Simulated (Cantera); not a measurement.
Thermodynamics of carbothermic reduction, feed CuO + C + CO

Charge: 1 mol CuO, 2.9 mol C, 0.044 mol CO, equilibrated at 0.0470 bar.

Equilibrium computed with Cantera from the NASA thermochemical tables; the gas is ideal and each condensed phase is pure. Candidate condensed phases: C, Cu, CuO, Cu2O; 15 gas species. Kinetics and transport are ignored.

```tsv
T (K)	x CO	x Cu	x Cu2	x CO2	x C3	x C	x C2	n C(graphite)	n Cu(l)
1998	0.910	0.0899	0.000369	1.00e-6	5.61e-10	6.20e-10	4.75e-11	1.90	0.896
2048	0.858	0.142	0.000686	7.07e-7	1.87e-9	1.78e-9	1.59e-10	1.90	0.826
2098	0.781	0.218	0.00124	4.70e-7	5.87e-9	4.85e-9	5.04e-10	1.90	0.705
2148	0.669	0.329	0.00216	2.80e-7	1.75e-8	1.26e-8	1.51e-9	1.90	0.480
2198	0.513	0.484	0.00365	1.34e-7	4.94e-8	3.14e-8	4.31e-9	1.90	0
2248	0.512	0.485	0.00288	1.11e-7	1.33e-7	7.49e-8	1.17e-8	1.90	0
2298	0.512	0.486	0.00230	9.25e-8	3.43e-7	1.72e-7	3.04e-8	1.90	0
```
x: gas mole fraction; n: condensed amount in mol.

From 1998 K to 2148 K the condensed part is C(graphite) + Cu(l). From 2198 K to 2298 K the condensed part is C(graphite). The main Cu-bearing gas is Cu throughout.
